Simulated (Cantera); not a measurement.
Mixture: CH4 : H2 : O2 : N2 = 1 : 0.26 : 4.63 : 17.4 (molar parts), at 5.00 bar, adiabatic and at constant pressure. Ignition delay is the time to a rise of 400 K.

Detailed kinetics in Cantera: GRI-Mech 3.0 (53 species, 325 reactions).

### Question
What does this change do: pressure from 5.00 bar to 20.0 bar?

### Answer
| quantity | before | after |
|---|---|---|
| delay at 1300 K | 0.447 ms | 0.163 ms |
| delay at 1450 K | 0.138 ms | 47.8 µs |
| delay at 1600 K | 50.1 µs | 17.3 µs |
| delay at 1750 K | 21.3 µs | 7.14 µs |
| delay at 1900 K | 10.3 µs | 3.28 µs |
| apparent activation energy between 1750 and 1900 K | 130 kJ/mol | 140 kJ/mol |
The pressure lies above the range GRI-Mech 3.0 was tuned for (to about 10 atm).

### Question
What does this change do: CH4 1 to 1.8 parts?

### Answer
```csv
quantity,before,after
delay at 1300 K,0.447 ms,0.923 ms
delay at 1450 K,0.138 ms,0.249 ms
delay at 1600 K,50.1 µs,76.3 µs
delay at 1750 K,21.3 µs,27.8 µs
delay at 1900 K,10.3 µs,12.0 µs
apparent activation energy between 1750 and 1900 K,130 kJ/mol,160 kJ/mol
```

### Question
What does this change do: pressure from 5.00 bar to 1.01 bar?

### Answer
| quantity | before | after |
|---|---|---|
| delay at 1300 K | 0.447 ms | 1.58 ms |
| delay at 1450 K | 0.138 ms | 0.484 ms |
| delay at 1600 K | 50.1 µs | 0.189 ms |
| delay at 1750 K | 21.3 µs | 86.9 µs |
| delay at 1900 K | 10.3 µs | 44.5 µs |
| apparent activation energy between 1750 and 1900 K | 130 kJ/mol | 120 kJ/mol |
